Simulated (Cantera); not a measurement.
Charge: 1 mol Si3H8, 0.0082 mol Cl2, 24 mol N2, held at 13300 Pa.

These are equilibrium values from Cantera (NASA tables, ideal gas, pure condensed phases), not measurements of a reactor. Candidate condensed phases: NH4Cl, Si, Si3N4; 28 gas species. The feed counts by its element totals alone. Rates play no part. All values below are at 1277 °C.

Base state: N2 0.846, H2 0.153, HCl 0.000630, H 3.38e-5 (mole fractions); condensed: Si3N4(s).

Problem. What changes in the equilibrium state with this change: Cl2 from 0.0082 to 0.019 mol?

Solution. 
```
species          before    after
-------------  --------  -------
N2                0.846    0.846
H2                0.153    0.153
HCl            0.000630  0.00146
H               3.38e-5  3.37e-5
Si3N4(s), mol     1.000    1.000
```
